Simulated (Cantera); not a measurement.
A closed system holds: 1 mol CH₂F₂, 0.014 mol CH₄, 11 mol H₂, equilibrated at 1400 K.

These are equilibrium values from Cantera (NASA tables, ideal gas, pure condensed phases), not measurements of a reactor. Candidate condensed phases: C, C₆H₆, C₇H₈, C₈H₁₈; 95 gas species. Kinetics and transport are ignored.

**Question.** At 7.50 Torr, list the 4 most abundant gas species with their mole fractions, and the condensed phases.

**Answer.** H₂ 0.846, HF 0.154, H 4.47e-5, CH₄ 3.09e-5. Condensed: C(graphite).
